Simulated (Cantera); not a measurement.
**Thermodynamics of oxide etching and cleaning by halides, feed SiO2 + NF3**

Charge: 1 mol SiO2, a varied amount of NF3, equilibrated at 1625 °C and 37.0 Pa.

These are equilibrium values from Cantera (NASA tables, ideal gas, pure condensed phases), not measurements of a reactor. Candidate condensed phases: Si, SiO2, Si2N2O, Si3N4; 28 gas species. Equilibrium is a limit: real reactors are often held back by kinetics, nucleation or transport.

```tsv
n(NF3) (mol)	x F	x SiF4	x O2	x N2	x O	x NO	x SiF3	x F2
1.8	0.324	0.232	0.227	0.207	0.00726	0.00303	8.38e-6	3.13e-7
2.7	0.549	0.134	0.130	0.180	0.00550	0.00214	2.86e-6	8.95e-7
4	0.665	0.0832	0.0802	0.166	0.00432	0.00161	1.47e-6	1.31e-6
5.9	0.733	0.0535	0.0512	0.157	0.00345	0.00126	8.56e-7	1.60e-6
8.7	0.776	0.0351	0.0332	0.152	0.00278	0.000996	5.31e-7	1.79e-6
13	0.804	0.0230	0.0215	0.149	0.00223	0.000792	3.35e-7	1.92e-6
19	0.821	0.0155	0.0143	0.147	0.00182	0.000641	2.21e-7	2.00e-6
```
x: gas mole fraction; nothing condenses.

From 1.8 mol NF3 to 19 mol NF3 nothing is condensed. The main Si-bearing gas is SiF4 throughout.
